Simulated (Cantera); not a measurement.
A jet of CH₄ : O₂ : N₂ = 0.012 : 0.052 : 0.79 (molar parts), equivalence ratio 0.46 at 300 K and 18.0 Torr hits a platinum plate 4.5 cm away at a mass flux of 0.031 kg/m²/s; the plate temperature is set and raised in steps from an oxygen-covered start.

Computed with Cantera and Deutschmann's 1995 Pt surface mechanism with GRI-Mech 3.0 gas chemistry. Catalytic surfaces can have several steady states; this one follows from the mechanism file's or the stated starting coverage.

One state of this run: wall x CH₄ = 0.00455; wall x O₂ = 0.0408; wall x H₂O = 0.0175; wall x OH = 1.27e-6; wall x CO = 8.53e-6; wall x CO₂ = 0.0115; θ free Pt = 0.622; θ O* = 0.378. x: mole fraction at the wall; θ: surface coverage.

Q: Which value of plate T (K) does it belong to?
(A) 1050
(B) 1000
(C) 1250
(D) 1100

A: D, 1100
